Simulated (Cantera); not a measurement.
# NO annealing gas

A perfectly stirred reactor is fed with 40.0 % NO, 60.0 % N2, at 0.970 bar; it is held at 1825 K, and followed from long to short residence time.

Detailed kinetics in Cantera: GRI-Mech 3.0 (53 species, 325 reactions).

```
τ (s)    x NO      x O2      x O   x N2    x N2O
------  -----  --------  -------  -----  -------
3.5     0.243    0.0780  4.50e-5  0.678  2.45e-5
1.2     0.318    0.0406  3.35e-5  0.641  4.24e-5
0.42    0.365    0.0174  2.37e-5  0.618  5.61e-5
0.15    0.386   0.00665  1.73e-5  0.607  6.30e-5
0.051   0.395   0.00225  1.37e-5  0.602  6.49e-5
0.018   0.398  0.000737  1.18e-5  0.601  6.27e-5
0.0061  0.399  0.000195  1.00e-5  0.600  5.48e-5
0.0021  0.400   3.47e-5  7.20e-6  0.600  3.98e-5
```
x: mole fraction; the columns are a selection and need not sum to one.
